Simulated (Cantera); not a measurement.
## Equilibrium for hydrogen reduction and annealing atmospheres: NiS + H2 + N2

Charge: 1 mol NiS, 5 mol H2, 20 mol N2, equilibrated at 1175 °C and 101000 Pa.

Method: chemical equilibrium by Gibbs-energy minimisation in Cantera with the NASA 1993 tables (ideal gas, pure condensed phases). Candidate condensed phases: Ni, NiS, NiS2, Ni3S2, Ni3S4, S; 17 gas species. The numbers say what is thermodynamically allowed, not how fast it happens.

```
Property                               Value
---------------------------------  ---------
x(N2)                                  0.800
x(H2)                                  0.187
x(H2S)                                0.0128
x(S2)                               0.000209
x(SH)                                8.17e-5
x(NH3)                               5.34e-6
x(H)                                 3.96e-6
n(Ni3S2(l))                        0.333 mol
gas amount                         25.01 mol
log10 activity of Ni(s) (absent)       -0.52
log10 activity of NiS(l) (absent)      -0.92
log10 activity of S(l) (absent)        -2.99
```
